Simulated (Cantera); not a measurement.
Input: 1 mol CaCO3, 0.12 mol H2O, 2 mol CO2, held at 923.15 K and 0.00160 bar.

These are equilibrium values from Cantera (NASA tables, ideal gas, pure condensed phases), not measurements of a reactor. Candidate condensed phases: C, C6H6, C7H8, C8H18, Ca, CaCO3, CaO, Ca(OH)2, H2O; 115 gas species. The numbers say what is thermodynamically allowed, not how fast it happens.

Base state: CO2 0.962, H2O 0.0385 (mole fractions); condensed: CaO(s).

### Question
What changes in the equilibrium state with this change: temperature from 923.15 K to 698.15 K?

### Answer
```csv
species,before,after
CO2,0.962,0.943
H2O,0.0385,0.0566
"CaO(s), mol",1.00,0
"CaCO3(calcite), mol",0,1.00
```
